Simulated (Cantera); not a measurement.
Input: 1 mol Si3N4, 0.069 mol N2O, 61 mol N2, at 2198.15 K and 1.80 Torr.

Cantera equilibrium calculation (NASA polynomials, part measured and part estimated; ideal gas, pure solids and liquids). Candidate condensed phases: Si, SiO2, Si2N2O, Si3N4; 16 gas species. The tables' values for SiN are old estimates; treat these amounts as uncertain. Equilibrium is a limit: real reactors are often held back by kinetics, nucleation or transport.

Question: What is the equilibrium state?

Answer: 
* **x(N2)**: 0.955
* **x(Si)**: 0.0434
* **x(SiO)**: 0.00104
* **x(SiN)**: 0.000352
* **x(Si2)**: 0.000199
* **x(Si2N)**: 0.000112
* **x(Si3)**: 1.12e-5
* **gas amount**: 66.03 mol
* **log10 activity of Si(l) (absent)**: -0.54
